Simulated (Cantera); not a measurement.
# NO annealing gas

An isothermal, constant-pressure homogeneous reactor starts with NO : N₂ = 1 : 2.9 (molar parts), at 1950 K and 0.0132 atm.

Model: GRI-Mech 3.0 (53 species, 325 reactions), integrated in Cantera. Radical loss at walls, strong at low pressure, is not modelled.

```json
[
 {"t (s)": "0.000200", "x NO": "0.256", "x O": "1.41e-7", "x O₂": "5.68e-11", "x NO₂": "5.88e-11", "x N₂O": "1.40e-7"},
 {"t (s)": "0.000569", "x NO": "0.256", "x O": "4.02e-7", "x O₂": "4.64e-10", "x NO₂": "4.72e-10", "x N₂O": "3.97e-7"},
 {"t (s)": "0.00162", "x NO": "0.256", "x O": "1.16e-6", "x O₂": "3.79e-9", "x NO₂": "3.67e-9", "x N₂O": "1.12e-6"},
 {"t (s)": "0.00462", "x NO": "0.256", "x O": "3.38e-6", "x O₂": "3.12e-8", "x NO₂": "2.66e-8", "x N₂O": "3.07e-6"},
 {"t (s)": "0.0131", "x NO": "0.256", "x O": "1.03e-5", "x O₂": "2.69e-7", "x NO₂": "1.65e-7", "x N₂O": "7.93e-6"},
 {"t (s)": "0.0374", "x NO": "0.256", "x O": "3.39e-5", "x O₂": "2.54e-6", "x NO₂": "7.80e-7", "x N₂O": "1.74e-5"},
 {"t (s)": "0.107", "x NO": "0.256", "x O": "0.000111", "x O₂": "2.66e-5", "x NO₂": "2.57e-6", "x N₂O": "2.65e-5"},
 {"t (s)": "0.303", "x NO": "0.256", "x O": "0.000256", "x O₂": "0.000238", "x NO₂": "4.95e-6", "x N₂O": "2.62e-5"},
 {"t (s)": "0.864", "x NO": "0.253", "x O": "0.000342", "x O₂": "0.00126", "x NO₂": "6.42e-6", "x N₂O": "2.46e-5"},
 {"t (s)": "2.46", "x NO": "0.247", "x O": "0.000416", "x O₂": "0.00459", "x NO₂": "8.63e-6", "x N₂O": "2.25e-5"},
 {"t (s)": "7.00", "x NO": "0.225", "x O": "0.000585", "x O₂": "0.0154", "x NO₂": "1.30e-5", "x N₂O": "1.74e-5"}
]
```
x: mole fraction; the columns are a selection and need not sum to one.

Equilibrium at this temperature and pressure: NO 0.00540, O 0.00139, O₂ 0.125, NO₂ 9.02e-7, N₂O 3.70e-8 (gas phase only).
